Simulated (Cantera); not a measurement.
A closed system holds: 1 mol NH3, 3.7 mol H2O, held at 0.0490 bar.

These are equilibrium values from Cantera (NASA tables, ideal gas, pure condensed phases), not measurements of a reactor. Candidate condensed phases: H2O; 24 gas species. Equilibrium is a limit: real reactors are often held back by kinetics, nucleation or transport.

Task: At 1777 °C, list the 5 most abundant gas species with their mole fractions, and the condensed phases.

Result: H2O 0.645, H2 0.260, N2 0.0874, H 0.00523, OH 0.00142. Condensed: gas only.
